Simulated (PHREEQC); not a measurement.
Solution (25 °C): 180 mmol/kgw Pb(NO3)2 and 60 mmol/kgw NaCl. Closed to the air; pH follows from the charge balance.

All values are PHREEQC results (ion-association model with the Debye-Hückel limiting law, wateq4f.dat), not measurements.

The pH comes out as 4.01 and the ionic strength is 0.534 mol/kgw. The activity of water is 0.989.

| species | molality | activity | log γ |
|---|---|---|---|
| NO3- | 0.337 | 0.143 | -0.373 |
| Pb+2 | 0.146 | 0.00473 | -1.490 |
| Na+ | 0.0600 | 0.0254 | -0.373 |
| Cl- | 0.0502 | 0.0213 | -0.373 |
| PbNO3+ | 0.0236 | 0.00998 | -0.373 |
| PbCl+ | 0.00946 | 0.00401 | -0.373 |
| H+ | 0.000228 | 9.67e-5 | -0.373 |
| Pb2OH+3 | 0.000226 | 1.00e-7 | -3.354 |
| PbCl2 | 0.000135 | 0.000135 | 0.000 |
| PbCl3- | 5.41e-6 | 2.29e-6 | -0.373 |
| PbOH+ | 2.23e-6 | 9.44e-7 | -0.373 |
| PbCl4-2 | 7.23e-7 | 2.34e-8 | -1.490 |

No solid was allowed to form.
